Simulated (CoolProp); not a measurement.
Vapour-liquid equilibrium of ethane (1) + propylene (2) at 0.157 bar; x and y are mole fractions of (1).

Model: multi-fluid Helmholtz-energy mixture model, Bücker 2006 and Lemmon 2013; pair parameters Bell 2016, in CoolProp.

| x | bubble temperature, mixture model (°C) | bubble temperature, Raoult's law (°C) | y, mixture model | y, Raoult's law |
|---|---|---|---|---|
| 0.05 | ___ | -87.1 | 0.381 | 0.348 |
| 0.125 | ___ | -93.3 | 0.650 | 0.619 |
| 0.2 | ___ | -97.9 | 0.777 | 0.757 |
| 0.275 | -102.6 | -101.5 | 0.847 | 0.836 |
| 0.35 | ___ | -104.3 | ___ | 0.885 |
| 0.425 | -107.4 | -106.7 | 0.919 | 0.918 |
| 0.5 | -109.2 | -108.7 | ___ | 0.941 |
| 0.575 | -110.8 | -110.4 | 0.955 | 0.957 |
| 0.65 | -112.2 | -111.9 | 0.967 | 0.970 |
| 0.725 | -113.4 | -113.3 | 0.977 | 0.979 |
| 0.8 | -114.6 | -114.5 | ___ | 0.987 |
| 0.875 | -115.6 | -115.6 | ___ | 0.993 |
| 0.95 | -116.6 | -116.6 | 0.997 | 0.997 |

Task: Fill in the missing entries.

Result: 
- 0.05, bubble temperature, mixture model (°C): -87.9
- 0.125, bubble temperature, mixture model (°C): -94.6
- 0.2, bubble temperature, mixture model (°C): -99.2
- 0.35, bubble temperature, mixture model (°C): -105.3
- 0.35, y, mixture model: 0.890
- 0.5, y, mixture model: 0.940
- 0.8, y, mixture model: 0.985
- 0.875, y, mixture model: 0.991

The largest gap from Raoult's law is -1.3 K in bubble temperature, at x = 0.2. No azeotrope shows between x = 0.05 and 0.95.

The pair parameters rest on a limited set of measurements; away from them the model extrapolates.
